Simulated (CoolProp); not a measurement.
Isobutene along the isotherm 276.85 °C: density (kg/m³) from the reference equation and from simpler models built on Tc = 144.9 °C, pc = 4.016 MPa, ω = 0.193; each cubic takes its own stable root.

The numbers come from the reference Helmholtz-energy equation of state, Lemmon 2005 in CoolProp. It is a short technical equation, of lower accuracy than the large ones.

| p (MPa) | phase | reference |
|---|---|---|
| 0.669 | gas | 8.402 |
| 1.34 | gas | 17.24 |
| 2.01 | gas | 26.51 |
| 2.68 | gas | 36.25 |
| 3.35 | gas | 46.51 |
| 4.02 | supercritical | 57.30 |
| 4.68 | supercritical | 68.48 |
| 5.35 | supercritical | 80.39 |
| 6.02 | supercritical | 92.86 |
| 6.69 | supercritical | 105.9 |
| 7.36 | supercritical | 119.3 |
| 8.03 | supercritical | 133.2 |
| 8.7 | supercritical | 147.3 |
| 9.37 | supercritical | 161.5 |
| 10 | supercritical | 174.9 |

How far does each simpler model (ideal gas, Redlich-Kwong, Soave-Redlich-Kwong) lie from the reference over these 15 states: mean and median of the absolute difference, and the worst?


- ideal gas: mean 17.5 %, median 18.3 %, worst -29.8 % at 276.85 °C and 10 MPa
- Redlich-Kwong: mean 1.9 %, median 2.1 %, worst +3.1 % at 276.85 °C and 8.7 MPa
- Soave-Redlich-Kwong: mean 2.9 %, median 2.6 %, worst -6.7 % at 276.85 °C and 10 MPa
